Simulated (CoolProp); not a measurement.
Saturation properties of CH3F (R41) (Tc = 317.3 K, pc = 5.906 MPa, ω = 0.200).

Computed with CoolProp (reference Helmholtz-energy equation of state, Lemmon 2006). It is a short technical equation, of lower accuracy than the large ones.

| T (K) | p (MPa) | liquid density (kg/m³) | vapour density (kg/m³) | enthalpy of vaporisation (kJ/kg) | liquid cp (kJ/(kg K)) | surface tension (mN/m) |
|---|---|---|---|---|---|---|
| 165.4 | 0.01445 | 939.8 | 0.3622 | 525.5 | 2.060 | 20.2 |
| 168.8 | 0.01882 | 933.3 | 0.4635 | 521.4 | 2.059 | 19.7 |
| 172.2 | 0.02424 | 926.7 | 0.5867 | 517.2 | 2.058 | 19.1 |
| 175.6 | 0.03087 | 920.0 | 0.7348 | 513.0 | 2.058 | 18.5 |
| 179 | 0.03892 | 913.3 | 0.9116 | 508.6 | 2.058 | 18.0 |
| 182.4 | 0.04858 | 906.5 | 1.121 | 504.3 | 2.060 | 17.5 |
| 185.8 | 0.06009 | 899.7 | 1.366 | 499.8 | 2.062 | 16.9 |
| 189.2 | 0.07369 | 892.7 | 1.652 | 495.3 | 2.065 | 16.4 |
| 192.6 | 0.08965 | 885.7 | 1.984 | 490.7 | 2.069 | 15.8 |
| 196 | 0.1082 | 878.6 | 2.366 | 486.0 | 2.073 | 15.3 |
| 199.4 | 0.1297 | 871.5 | 2.803 | 481.2 | 2.079 | 14.8 |
| 202.9 | 0.1553 | 864.0 | 3.316 | 476.1 | 2.086 | 14.2 |
| 206.3 | 0.1837 | 856.6 | 3.883 | 471.1 | 2.093 | 13.7 |

It boils at 194.8 K under 1 atm.

Surface tension comes from a separate correlation (Mulero 2012).
